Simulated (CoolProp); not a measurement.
Vapour-liquid equilibrium of CHF3 (R23) (1) + R143a (2) at 204 K; x and y are mole fractions of (1).

Model: multi-fluid Helmholtz-energy mixture model, Penoncello 2003 and Lemmon and Jacobsen 2000; pair parameters Bell 2016, in CoolProp.

Give the bubble pressure and the first vapour's composition at x = 0.05, 0.8, 0.95. Is there an azeotrope?

x = 0.05: 0.03842 MPa, y = 0.218; x = 0.8: 0.1688 MPa, y = 0.959; x = 0.95: 0.1935 MPa, y = 0.990. No azeotrope shows between x = 0.05 and 0.95.

The pair parameters rest on a limited set of measurements; away from them the model extrapolates. The gap from Raoult's law changes sign with composition, which may be real or a fault of the pair parameters; it wasn't checked against measurements.
